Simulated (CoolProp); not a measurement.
Vapour-liquid equilibrium of n-heptane (1) + toluene (2) at 0.103 bar; x and y are mole fractions of (1).

The numbers come from the multi-fluid Helmholtz-energy mixture model, Span 2003 and Lemmon 2006; pair parameters Bell 2016 in CoolProp.

```csv
x,"bubble temperature, mixture model (°C)","bubble temperature, Raoult's law (°C)","y, mixture model","y, Raoult's law"
0.05,44.5,45.3,0.108,0.075
0.2,41.4,43.6,0.331,0.280
0.35,39.5,41.9,0.480,0.456
0.5,38.2,40.4,0.602,0.609
0.65,37.3,39.0,0.715,0.744
0.8,36.6,37.7,0.831,0.862
0.95,36.1,36.4,0.956,0.968
```

The largest gap from Raoult's law is -2.4 K in bubble temperature, at x = 0.35. No azeotrope shows between x = 0.05 and 0.95.

The pair parameters rest on a limited set of measurements; away from them the model extrapolates.
